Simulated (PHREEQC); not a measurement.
A made-up water analysis in mmol/kgw, 20 °C, pH 6.94, pe 1.6: Na 96.4; K 0.627; Ca 0.292; Mg 6.23; Cl 91.5; S(6) 7.8; Alkalinity (meq/kgw) 3.95; Br 0.864.

Valence states are taken as typed.

The numbers come from PHREEQC with the ion-association model, wateq4f.dat.

Precipitation was switched off in this run.

### Question
What charge-balance error does the model give?

### Answer
charge-balance error -0.8 %.

### Question
In which forms is S present?

### Answer
SO4-2 76 %, NaSO4- 12 %, MgSO4 11 % of the S.
